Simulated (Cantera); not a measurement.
Gas mixture: 100 % C₃H₈, at 12.0 Pa, frozen composition.

Cantera's kinetic-theory transport with the Lennard-Jones parameters of GRI-Mech 3.0, ideal gas; thermal conductivity in the multicomponent form. The composition is frozen, though it would react at the higher temperatures.

D: mixture-averaged diffusion coefficient of that species in the mixture.

```
T (K)  ρ (kg/m³)  cp (J/kg/K)  μ (µPa s)  λ (mW/m/K)     Pr  D (cm²/s) H  D (cm²/s) NO  D (cm²/s) N₂
-----  ---------  -----------  ---------  ----------  -----  -----------  ------------  ------------
400     0.000159         2134       10.9        30.6  0.758         9570          1600          1630
550     0.000116         2739       14.4        51.9  0.759        17000          2820          2880
700      9.09e-5         3237       17.5        74.8  0.759        26000          4280          4370
850      7.49e-5            …          …           …  0.758            …             …             …
1000     6.36e-5         3960       23.0         120  0.756        48200          7860          8020
1150     5.53e-5         4195       25.4         141  0.755        61100          9950         10200
1300     4.90e-5         4401       27.7         162  0.754        75100         12200         12500
1450     4.39e-5         4580       29.8           …  0.752            …             …             …
```

### Question
Some entries are withheld; supply them.

### Answer

- 850, cp (J/kg/K): 3634
- 850, μ (µPa s): 20.3
- 850, λ (mW/m/K): 97.6
- 850, D (cm²/s) H: 36500
- 850, D (cm²/s) NO: 5970
- 850, D (cm²/s) N₂: 6090
- 1450, λ (mW/m/K): 182
- 1450, D (cm²/s) H: 90300
- 1450, D (cm²/s) NO: 14700
- 1450, D (cm²/s) N₂: 15000
